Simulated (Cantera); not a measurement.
A closed system holds: 1 mol CsCl, 0.28 mol H₂O, 84 mol H₂, equilibrated at 10.0 mbar.

Cantera equilibrium calculation (NASA polynomials, part measured and part estimated; ideal gas, pure solids and liquids). Candidate condensed phases: Cs, CsCl, CsOH, H₂O; 22 gas species. Kinetics and transport are ignored. All values below are at 1725 °C.

Base state: H₂ 0.966, H 0.0158, CsCl 0.00806, Cs 0.00355, HCl 0.00351, H₂O 0.00324, Cl 4.27e-5 (mole fractions); condensed: gas only.

Problem. What changes in the equilibrium state with this change: CsCl replaced by FeCl₃?

Solution. 
```csv
species,before,after
H₂,0.966,0.936
HCl,0.00351,0.0330
H,0.0158,0.0155
Fe,0,0.0110
CsCl,0.00806,0
Cs,0.00355,0
FeCl₂,0,0.000453
```
Further candidate phases: Fe, FeCl₂, FeCl₃, FeO, Fe(OH)₂, Fe(OH)₃, Fe₂O₃, Fe₃O₄.
